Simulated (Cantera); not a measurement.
## Equilibrium for metals in furnace atmospheres: Al + NH₃ + N₂ + O₂

Charge: 1 mol Al, 0.36 mol NH₃, 6.8 mol N₂, 0.014 mol O₂, held at 1975 K.

Method: chemical equilibrium by Gibbs-energy minimisation in Cantera with the NASA 1993 tables (ideal gas, pure condensed phases). Candidate condensed phases: Al, AlN, Al₂O₃, H₂O; 35 gas species. Mutual solubility and eutectic melting of coexisting phases are not modelled. The tables' values for AlOH are old estimates; treat these amounts as uncertain. Condensed phases not in the tables: aluminium oxynitride. Kinetics and transport are ignored.

| P (Pa) | log p N₂ | log p Al | log p H₂ | log p H | log p Al₂O | log p AlH | log p H₂O | log p AlOH | n AlN(s) | n Al₂O₃(s) |
|---|---|---|---|---|---|---|---|---|---|---|
| 10 | -4.09 | -4.96 | -5.32 | -5.52 | -6.49 | -8.15 | -10.15 | -9.19 | 0 | 0 |
| 120 | -3.01 | -3.88 | -4.15 | -4.94 | -5.41 | -6.48 | -10.07 | -8.60 | 0 | 0 |
| 1600 | -1.84 | -3.98 | -2.93 | -4.33 | -4.21 | -5.97 | -7.44 | -6.69 | 0.897 | 0 |
| 19000 | -0.76 | -4.52 | -1.84 | -3.78 | -4.87 | -5.97 | -5.93 | -6.27 | 0.980 | 0.00915 |
| 240000 | 0.35 | -5.07 | -0.74 | -3.23 | -5.60 | -5.97 | -4.46 | -5.90 | 0.981 | 0.00930 |
| 3000000 | 1.44 | -5.62 | 0.36 | -2.68 | -6.33 | -5.97 | -3.00 | -5.53 | 0.981 | 0.00925 |
log p: log10 of the partial pressure in bar; n: condensed amount in mol.

From 10.0 Pa to 1.20 mbar nothing is condensed. At 16.0 mbar the condensed part is AlN(s). From 0.190 bar to 30.0 bar the condensed part is AlN(s) + Al₂O₃(s).
